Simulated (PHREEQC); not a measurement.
0.055 g of hydrous ferric oxide (600 m²/g; 0.2 weak and 0.005 strong sites per Fe, Dzombak-Morel constants, diffuse double layer) in 1 kg of water with 0.05 mol/kgw of an inert sodium salt, at 25 °C; the pH is set by adding NaOH or the inert anion's acid. Oxygen is held at 0.21 atm. No CO2 enters from the air. Nothing may precipitate in this run.

Base run: PHREEQC, ion-association model, wateq4f.dat. Each further column changes one thing. The table gives surface charge σ (C/m²).

| pH | base | background salt from 0.05 to 0.005 mol/kgw | oxide from 0.055 to 0.28 g/kgw | 2.1e-05 mol/kgw CuCl2 added |
|---|---|---|---|---|
| 4 | 0.294 | 0.182 | 0.294 | 0.294 |
| 4.67 | 0.218 | 0.116 | 0.219 | 0.219 |
| 5.33 | 0.146 | 0.069 | 0.146 | 0.151 |
| 6 | 0.089 | 0.038 | 0.089 | 0.102 |
| 6.67 | 0.049 | 0.019 | 0.049 | 0.064 |
| 7.33 | 0.022 | 0.008 | 0.022 | 0.034 |
| 8 | 0.003 | 0.001 | 0.003 | 0.012 |
| 8.67 | -0.015 | -0.005 | -0.015 | -0.005 |
| 9.33 | -0.039 | -0.014 | -0.039 | -0.025 |
| 10 | -0.074 | -0.030 | -0.074 | -0.053 |
| 10.67 | -0.126 | -0.059 | -0.126 | -0.095 |
| 11.33 | -0.195 | -0.111 | -0.196 | -0.154 |
| 12 | -0.281 | -0.215 | -0.281 | -0.238 |

 The database's constant for dissolved Cu(OH)2 is higher than later reviews accept.
